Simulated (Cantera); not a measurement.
Charge: 1 mol CaO, 43 mol Cl2, 9.3 mol H2, equilibrated at 0.000400 bar.

Cantera equilibrium calculation (NASA polynomials, part measured and part estimated; ideal gas, pure solids and liquids). Candidate condensed phases: Ca, CaCl2, CaO, Ca(OH)2, H2O; 21 gas species. Rates play no part.

Q: At 1600 K, list the 5 most abundant gas species with their mole fractions, and the condensed phases.

A: Cl 0.742, HCl 0.221, Cl2 0.0183, CaCl2 0.0119, O2 0.00586. Condensed: gas only.
